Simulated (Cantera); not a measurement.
Input: 1 mol SF₆, 0.069 mol SO₂, 0.061 mol O₂, equilibrated at 1.33 mbar.

Cantera equilibrium calculation (NASA polynomials, part measured and part estimated; ideal gas, pure solids and liquids). Candidate condensed phases: S; 25 gas species. The numbers say what is thermodynamically allowed, not how fast it happens.

Q: At 2100 °C, list the 7 most abundant gas species with their mole fractions, and the condensed phases.

A: F 0.859, S 0.0843, SO 0.0302, S₂ 0.0152, SF 0.00618, SO₂ 0.00290, O 0.00138. Condensed: gas only.
